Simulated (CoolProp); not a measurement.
Model: reference Helmholtz-energy equation of state, Akasaka 2022, in CoolProp.

Problem. Give the vapour pressure (MPa), liquid density (kg/m³), vapour Z of saturated R1233zd(E) at 397.5, 428.2 K.

Solution. 
```tsv
T (K)	p (MPa)	liquid density (kg/m³)	vapour Z
397.5	1.72	954	0.683
428.2	2.99	762	0.486
```
